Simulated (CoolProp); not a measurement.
Vapour-liquid equilibrium of ethanol (1) + n-nonane (2) at 0.57 MPa; x and y are mole fractions of (1).

Values from CoolProp's multi-fluid Helmholtz-energy mixture model, Schroeder 2014 and Lemmon 2006; pair parameters Bell 2016.

```csv
x,bubble temperature (K),y at the bubble point,dew temperature at overall composition x (K),liquid density (mol/L)
0.05,470.1,0.455,500.4,4.525
0.15,435.7,0.755,493.6,5.145
0.25,422.1,0.835,486.5,5.669
0.35,415.9,0.867,478.9,6.217
0.45,412.5,0.884,470.5,6.843
0.55,410.4,0.896,461.1,7.595
0.65,408.8,0.907,450.0,8.530
0.75,407.2,0.920,436.5,9.724
0.85,405.6,0.941,419.2,11.29
0.95,403.8,0.975,405.0,13.39
```

No azeotrope shows between x = 0.05 and 0.95.

Pair parameters are fitted to limited data, so mixtures are less certain than the pure fluids. With so large a gap from Raoult's law the liquid may split in two, which this calculation doesn't test in full.
